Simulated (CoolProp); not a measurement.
Vapour pressure (kPa) of acetone: the reference equation beside estimates from Tc = 508.1 K, pc = 4692 kPa, ω = 0.307. Clausius-Clapeyron is anchored at 376.6 K with a constant enthalpy of vaporisation of 25.79 kJ/mol.

The numbers come from the reference Helmholtz-energy equation of state, Lemmon 2006 in CoolProp. It is a short technical equation, of lower accuracy than the large ones.

| T (K) | reference | Clausius-Clapeyron | van der Waals |
|---|---|---|---|
| 293.1 | 24.61 | 38.88 | 323.6 |
| 307 | 44.43 | 62.79 | 424.4 |
| 320.9 | 75.57 | 97.28 | 544.6 |
| 334.8 | 122.2 | 145.3 | 685.9 |
| 348.7 | 189.0 | 210.3 | 849.7 |
| 362.7 | 282.2 | 296.4 | 1039 |
| 376.6 | 406.5 | 406.5 | 1251 |
| 390.5 | 568.9 | 544.9 | 1490 |
| 404.4 | 776.7 | 716.1 | 1757 |
| 418.3 | 1037 | 924.0 | 2051 |
| 432.3 | 1362 | 1175 | 2377 |
| 446.2 | 1755 | 1469 | 2731 |
| 460.1 | 2229 | 1813 | 3116 |

Absolute difference from the reference over all 13 rows, mean and median: Clausius-Clapeyron 18.1 and 13.7 %, van der Waals 348.7 and 207.7 %.
